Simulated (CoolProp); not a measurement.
A single-stage vapour-compression cycle with R1336mzz(E): evaporating at 316.15 K (dew point), condensing at 370.15 K (bubble point), superheat 8 K, subcooling 8 K, compressor efficiency 0.85, no pressure losses. Each further row changes one setting.

Computed with CoolProp (reference Helmholtz-energy equation of state, Akasaka 2023).

| case | cooling COP | pressure ratio | discharge temperature (K) | refrigerating effect (kJ/kg) | volumetric capacity (kJ/m³) |
|---|---|---|---|---|---|
| as stated | [?] | 4.02 | 370.1 | 80.1 | 1910 |
| evaporating temperature 321.15 K | 4.13 | 3.46 | 370.8 | 83.5 | [?] |
| condensing temperature 365.15 K | 4.14 | [?] | 365.3 | 87.1 | [?] |
| subcooling 13 K | 3.85 | 4.02 | 370.1 | 87.1 | 2080 |
| superheat 18 K | 3.71 | 4.02 | 378.9 | 89.1 | 2030 |
| compressor efficiency 0.75 | [?] | 4.02 | [?] | 80.1 | 1910 |

Q: Some entries are withheld; supply them.

A: 
- as stated, cooling COP: 3.54
- evaporating temperature 321.15 K, volumetric capacity (kJ/m³): 2310
- condensing temperature 365.15 K, pressure ratio: 3.60
- condensing temperature 365.15 K, volumetric capacity (kJ/m³): 2070
- compressor efficiency 0.75, cooling COP: 3.12
- compressor efficiency 0.75, discharge temperature (K): 372.5

The compression ends wet for: as stated; subcooling 13 K.
